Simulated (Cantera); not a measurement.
A perfectly stirred reactor is fed with H₂ : O₂ = 0.074 : 1 (molar parts), at 2.18 Torr; it is held at 1348 K, and followed from long to short residence time.

Cantera simulation using the H2/O2 subset of GRI-Mech 3.0, which has no nitrogen chemistry; the numbers are that mechanism's predictions, not measurements. Radical loss at walls, strong at low pressure, is not modelled. The temperature is held fixed by assumption; the heat of reaction is taken as removed at once.

x: mole fraction; the columns are a selection and need not sum to one.

| τ (s) | x H₂ | x O₂ | x HO₂ | x H | x H₂O₂ | x O | x H₂O |
|---|---|---|---|---|---|---|---|
| 5.0 | 0.000455 | 0.915 | 4.28e-7 | 0.00149 | 1.56e-8 | 0.0120 | 0.0677 |
| 2.2 | ___ | 0.907 | ___ | ___ | 1.75e-8 | ___ | 0.0660 |
| 0.96 | ___ | 0.898 | 5.61e-7 | ___ | 1.88e-8 | ___ | 0.0639 |
| 0.42 | 0.00129 | 0.890 | 5.98e-7 | 0.00706 | 1.94e-8 | 0.0341 | 0.0617 |
| 0.19 | 0.00158 | 0.883 | 6.19e-7 | 0.00889 | 1.99e-8 | 0.0395 | 0.0600 |
| 0.082 | 0.00198 | 0.880 | 6.32e-7 | 0.0102 | 2.06e-8 | 0.0426 | 0.0585 |
| 0.036 | 0.00267 | 0.878 | 6.44e-7 | 0.0111 | 2.20e-8 | 0.0433 | 0.0571 |
| 0.016 | 0.00407 | 0.879 | 6.57e-7 | 0.0118 | 2.46e-8 | 0.0419 | 0.0550 |
| 0.0070 | 0.00704 | 0.882 | 6.69e-7 | 0.0124 | 2.89e-8 | 0.0382 | 0.0512 |
| 0.0031 | 0.0130 | 0.888 | 6.64e-7 | 0.0124 | 3.37e-8 | 0.0322 | 0.0449 |
| 0.0013 | 0.0255 | 0.898 | 6.15e-7 | 0.0104 | 3.45e-8 | 0.0228 | 0.0333 |

What belongs in the gaps?


- 2.2, x H₂: 0.000693
- 2.2, x HO₂: 5.03e-7
- 2.2, x H: 0.00283
- 2.2, x O: 0.0185
- 0.96, x H₂: 0.000984
- 0.96, x H: 0.00482
- 0.96, x O: 0.0264
